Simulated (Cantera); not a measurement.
An adiabatic, constant-pressure homogeneous reactor starts with 14.5 % CH₄, 1.35 % C₂H₆, 17.6 % O₂, 66.5 % N₂, equivalence ratio 1.9, at 1525 K and 10.0 bar.

Cantera simulation using GRI-Mech 3.0 (53 species, 325 reactions); the numbers are that mechanism's predictions, not measurements.

x: mole fraction; the columns are a selection and need not sum to one.

```json
[
 {"t (s)": "3.00e-6", "T (K)": "1524", "x CH₄": "0.145", "x C₂H₆": "0.0133", "x O₂": "0.176", "x CH₃": "0.000176", "x H": "4.37e-7", "x CH₂O": "2.42e-5"},
 {"t (s)": "6.68e-6", "T (K)": "1525", "x CH₄": "0.144", "x C₂H₆": "0.0131", "x O₂": "0.176", "x CH₃": "0.000309", "x H": "1.24e-6", "x CH₂O": "0.000161"},
 {"t (s)": "1.49e-5", "T (K)": "1528", "x CH₄": "0.143", "x C₂H₆": "0.0126", "x O₂": "0.175", "x CH₃": "0.000406", "x H": "2.36e-6", "x CH₂O": "0.000770"},
 {"t (s)": "3.32e-5", "T (K)": "1552", "x CH₄": "0.137", "x C₂H₆": "0.0108", "x O₂": "0.170", "x CH₃": "0.000574", "x H": "6.24e-6", "x CH₂O": "0.00278"},
 {"t (s)": "7.39e-5", "T (K)": "2639", "x CH₄": "(withheld)", "x C₂H₆": "(withheld)", "x O₂": "9.53e-6", "x CH₃": "(withheld)", "x H": "(withheld)", "x CH₂O": "(withheld)"},
 {"t (s)": "0.000165", "T (K)": "2626", "x CH₄": "2.23e-9", "x C₂H₆": "<1e-12", "x O₂": "1.01e-5", "x CH₃": "1.37e-9", "x H": "0.00514", "x CH₂O": "7.37e-8"},
 {"t (s)": "0.000367", "T (K)": "2627", "x CH₄": "5.58e-10", "x C₂H₆": "<1e-12", "x O₂": "1.02e-5", "x CH₃": "3.48e-10", "x H": "0.00516", "x CH₂O": "7.37e-8"},
 {"t (s)": "0.000818", "T (K)": "2627", "x CH₄": "5.50e-10", "x C₂H₆": "<1e-12", "x O₂": "1.03e-5", "x CH₃": "3.44e-10", "x H": "0.00517", "x CH₂O": "7.36e-8"},
 {"t (s)": "0.00182", "T (K)": "2627", "x CH₄": "5.46e-10", "x C₂H₆": "<1e-12", "x O₂": "1.03e-5", "x CH₃": "3.41e-10", "x H": "0.00517", "x CH₂O": "7.36e-8"},
 {"t (s)": "0.00406", "T (K)": "2627", "x CH₄": "5.45e-10", "x C₂H₆": "<1e-12", "x O₂": "1.03e-5", "x CH₃": "3.41e-10", "x H": "0.00517", "x CH₂O": "7.36e-8"},
 {"t (s)": "0.00904", "T (K)": "2627", "x CH₄": "5.45e-10", "x C₂H₆": "<1e-12", "x O₂": "1.03e-5", "x CH₃": "3.41e-10", "x H": "0.00517", "x CH₂O": "7.36e-8"},
 {"t (s)": "0.0201", "T (K)": "2627", "x CH₄": "5.45e-10", "x C₂H₆": "<1e-12", "x O₂": "1.03e-5", "x CH₃": "3.41e-10", "x H": "0.00517", "x CH₂O": "7.36e-8"},
 {"t (s)": "0.0449", "T (K)": "2627", "x CH₄": "5.45e-10", "x C₂H₆": "<1e-12", "x O₂": "1.03e-5", "x CH₃": "3.41e-10", "x H": "0.00517", "x CH₂O": "7.36e-8"},
 {"t (s)": "0.100", "T (K)": "2627", "x CH₄": "5.45e-10", "x C₂H₆": "<1e-12", "x O₂": "1.03e-5", "x CH₃": "3.41e-10", "x H": "0.00517", "x CH₂O": "7.36e-8"}
]
```

Complete the blanks.


- 7.39e-5, x CH₄: 0.000754
- 7.39e-5, x C₂H₆: 1.05e-7
- 7.39e-5, x CH₃: 0.000443
- 7.39e-5, x H: 0.00451
- 7.39e-5, x CH₂O: 1.32e-5
